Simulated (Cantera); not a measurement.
What does this Cantera script print?

```python
import numpy as np
import cantera as ct

gas_names = """
    Cu CuO Cu2 H HO2 H2 H2O H2O2 O OH O2 O3
""".split()
cond_names = """
    Cu(cr) Cu(L) CuO(s) CuO2H2(s) Cu2O(s) Cu2O(L) H2O(s) H2O(L)
""".split()


# ... load() reads the species with a 1 bar reference pressure and builds the phases ...
atoms = {
    'Cu2O': {'Cu': 2, 'O': 1},
    'H2': {'H': 2},
}
top_T = {'CuO(s)': 1390}  # K; cautious upper limits of use, not melting points


# ... equilibrate(T, P, feed) seeds the gas with the atoms and calls Mixture.equilibrate('TP', solver="vcs", rtol=1e-11, max_steps=5000) ...
results = []
T = 1698.15  # K
P = 2400  # Pa
for m in [41, 64, 98, 150, 230, 360, 560, 870, 1300, 2100]:
    feed = {'Cu2O': 1, 'H2': m}  # mol
    mix = equilibrate(T, P, feed)
    results.append((T, P, feed, dict(zip(mix.species_names, mix.species_moles))))

top = {s: max(r[3][s] / sum(r[3][g] for g in gas_names) for r in results) for s in gas_names}
cols = sorted((s for s in top if top[s] > 1e-06), key=lambda s: -top[s])[:9]
seen = [c for c in cond_names if any(r[3].get(c, 0) > 1e-12 for r in results)]
print("log10 of partial pressures in bar; condensed amounts in mol")
print(f"{'n(H2)':>10s}" + "".join(f"{s[:9]:>10s}" for s in cols + seen))
for T, P, feed, n in results:
    ng = sum(n[g] for g in gas_names)
    print(f"{feed['H2']:10.4g}" + "".join(f"{np.log10(max(n[s] / ng * P / 1e5, 1e-99)):10.3f}" for s in cols)
          + "".join(f"{n.get(c, 0):10.4g}" for c in seen))
```

Result:

```
log10 of partial pressures in bar; condensed amounts in mol
     n(H2)        H2       H2O        Cu         H       Cu2        OH     Cu(L)
        41    -1.634    -3.236    -3.810    -4.656    -6.731    -7.547     1.733
        64    -1.630    -3.429    -3.810    -4.654    -6.731    -7.742     1.583
        98    -1.627    -3.614    -3.810    -4.653    -6.731    -7.928     1.361
       150    -1.626    -3.799    -3.810    -4.652    -6.731    -8.114     1.022
       230    -1.625    -3.985    -3.810    -4.652    -6.731    -8.300    0.5001
       360    -1.624    -4.179    -3.879    -4.651    -6.869    -8.495         0
       560    -1.623    -4.370    -4.069    -4.650    -7.250    -8.687         0
       870    -1.622    -4.561    -4.260    -4.650    -7.631    -8.878         0
      1300    -1.621    -4.735    -4.434    -4.650    -7.979    -9.052         0
      2100    -1.621    -4.943    -4.642    -4.650    -8.395    -9.260         0
```

These are equilibrium values from Cantera (NASA tables, ideal gas, pure condensed phases), not measurements of a reactor.
